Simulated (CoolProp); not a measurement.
Vapour-liquid equilibrium of R22 (1) + R152A (2) at 201.3 K; x and y are mole fractions of (1).

Model: multi-fluid Helmholtz-energy mixture model, Kamei 1995 and Outcalt 1996; pair parameters Bell 2016, in CoolProp.

**Question.** Give the bubble pressure and the first vapour's composition at x = 0.35, 0.45, 0.95. Is there an azeotrope?

**Answer.** x = 0.35: 0.009944 MPa, y = 0.569; x = 0.45: 0.01103 MPa, y = 0.676; x = 0.95: 0.01749 MPa, y = 0.985. No azeotrope shows between x = 0.05 and 0.95.

The pair parameters rest on a limited set of measurements; away from them the model extrapolates.
